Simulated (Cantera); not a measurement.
Input: 1 mol Si, a varied amount of HCl, 7.7 mol H2, held at 877 °C and 255 Torr.

These are equilibrium values from Cantera (NASA tables, ideal gas, pure condensed phases), not measurements of a reactor. Candidate condensed phases: Si; 19 gas species. The tables' values for SiCl3 are old estimates; treat these amounts as uncertain. The numbers say what is thermodynamically allowed, not how fast it happens.

x: gas mole fraction; n: condensed amount in mol.

```tsv
n(HCl) (mol)	x H2	x HCl	x SiCl4	x SiHCl3	x SiCl3	n Si(s)
0.53	0.964	0.0228	0.00557	0.00479	0.000775	[?]
0.97	0.947	0.0277	0.0127	0.00882	0.00144	[?]
1.4	0.932	0.0307	0.0198	0.0122	0.00201	[?]
1.9	0.917	0.0332	0.0279	0.0156	0.00260	[?]
2.3	0.906	0.0347	0.0341	0.0181	0.00302	[?]
2.7	0.896	0.0359	0.0400	0.0203	0.00341	[?]
3.2	0.884	0.0372	0.0471	0.0228	0.00385	[?]
3.6	0.876	0.0380	0.0525	0.0246	0.00417	[?]
4.1	0.863	0.0450	0.0605	0.0235	0.00403	0
4.5	0.843	0.0682	0.0673	0.0169	0.00292	0
```

### Question
Fill in the missing entries.

### Answer

- 0.53, n Si(s): 0.895
- 0.97, n Si(s): 0.784
- 1.4, n Si(s): 0.672
- 1.9, n Si(s): 0.542
- 2.3, n Si(s): 0.438
- 2.7, n Si(s): 0.333
- 3.2, n Si(s): 0.202
- 3.6, n Si(s): 0.0975
